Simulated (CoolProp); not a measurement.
100 sccm (0 °C, 1 atm) of nitrogen bubbles through liquid m-xylene at 336.8 K and leaves saturated at a total pressure of 0.0757 MPa (ideal gas phase). Each further row changes one setting.

Computed with CoolProp (reference Helmholtz-energy equation of state, Zhou 2012).

```
case                      vapour pressure (kPa)  mole fraction of vapour  delivery (mg/min)  delivery (sccm)  change of delivery for a bath 1 K warmer (%)
------------------------  ---------------------  -----------------------  -----------------  ---------------  --------------------------------------------
as stated                                  7.74                    0.102               54.0             11.4                                           4.9
bath temperature 341.8 K                   9.58                    0.126               68.6             14.5                                           4.9
total pressure 0.151 MPa                   7.74                   0.0513               25.6             5.40                                           4.7
```
